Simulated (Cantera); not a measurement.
Mixture: CH3OH : O2 : N2 = 1 : 1.95 : 7.32 (molar parts), at 4.93 atm, adiabatic and at constant pressure. Ignition delay is the time to a rise of 400 K.

Computed with Cantera and GRI-Mech 3.0 (53 species, 325 reactions). GRI-Mech 3.0 was tuned for natural gas; its chemistry of methanol as a main component is partial and can be far from experiment.

### Question
What does this change do: pressure from 4.93 atm to 1.00 atm?

### Answer
| quantity | before | after |
|---|---|---|
| delay at 1175 K | 4.04 ms | 15.3 ms |
| delay at 1275 K | 0.823 ms | 3.20 ms |
| delay at 1375 K | 0.221 ms | 0.883 ms |
| delay at 1475 K | 75.1 µs | 0.308 ms |
| delay at 1575 K | 30.9 µs | 0.129 ms |
| apparent activation energy between 1475 and 1575 K | 170 kJ/mol | 170 kJ/mol |

### Question
What does this change do: pressure from 4.93 atm to 33.6 atm?

### Answer
| quantity | before | after |
|---|---|---|
| delay at 1175 K | 4.04 ms | 1.07 ms |
| delay at 1275 K | 0.823 ms | 0.211 ms |
| delay at 1375 K | 0.221 ms | 54.4 µs |
| delay at 1475 K | 75.1 µs | 17.7 µs |
| delay at 1575 K | 30.9 µs | 6.96 µs |
| apparent activation energy between 1475 and 1575 K | 170 kJ/mol | 180 kJ/mol |
The pressure lies above the range GRI-Mech 3.0 was tuned for (to about 10 atm).

### Question
What does this change do: pressure from 4.93 atm to 9.87 atm?

### Answer
```json
[
 {"quantity": "delay at 1175 K", "before": "4.04 ms", "after": "2.42 ms"},
 {"quantity": "delay at 1275 K", "before": "0.823 ms", "after": "0.486 ms"},
 {"quantity": "delay at 1375 K", "before": "0.221 ms", "after": "0.128 ms"},
 {"quantity": "delay at 1475 K", "before": "75.1 µs", "after": "42.9 µs"},
 {"quantity": "delay at 1575 K", "before": "30.9 µs", "after": "17.4 µs"},
 {"quantity": "apparent activation energy between 1475 and 1575 K", "before": "170 kJ/mol", "after": "170 kJ/mol"}
]
```
